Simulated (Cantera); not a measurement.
Input: 1 mol CsCl, 0.087 mol H₂O, 1.8 mol N₂, 2.3 mol H₂, at 1175 K and 0.000420 bar.

Equilibrium computed with Cantera from the NASA thermochemical tables; the gas is ideal and each condensed phase is pure. Kinetics and transport are ignored.

```csv
species,before,after
H₂,0.443,0.445
N₂,0.347,0.348
CsCl,0.192,0.186
Cs₂Cl₂,0.000487,0.00380
H₂O,0.0168,0.0168
Cs,0.000273,6.47e-5
HCl,0.000296,8.01e-5
CsOH,2.27e-5,1.54e-5
```
Gas species are given as mole fractions.

### Question
Name the change that produced these shifts.
A. temperature from 1175 K to 1050 K
B. pressure from 0.000420 bar to 0.100 bar
C. pressure from 0.000420 bar to 0.00133 bar
D. temperature from 1175 K to 1998 K

### Answer
A, temperature from 1175 K to 1050 K
